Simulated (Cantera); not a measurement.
Ignition delay

Mixture: 6.28 % CH4, 19.6 % O2, 74.1 % N2, equivalence ratio 0.64, at 50000 Pa, adiabatic and at constant volume. Ignition delay is the time to a rise of 400 K.

Computed with Cantera and GRI-Mech 3.0 (53 species, 325 reactions).

```csv
T0 (K),delay (ms)
1100,299
1175,90.3
1250,30.1
1325,11.1
1400,4.59
```

```json
{
 "apparent activation energy between 1250 and 1400 K": "180 kJ/mol"
}
```
